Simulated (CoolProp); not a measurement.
Dry air at 293.15 K and 0.1 MPa is compressed adiabatically to 0.199 MPa with isentropic efficiency 0.8. Each further row changes one setting.

The numbers come from the reference Helmholtz-energy equation of state, Lemmon 2000 in CoolProp. It is a pseudo-pure fit of the blend.

```
case             work (kJ/kg)  final temperature (K)  final density (kg/m³)
---------------  ------------  ---------------------  ---------------------
as stated                80.0                  372.6                   1.86
efficiency 1             64.0                  356.8                   1.94
efficiency 0.65          98.4                  390.8                   1.77
```
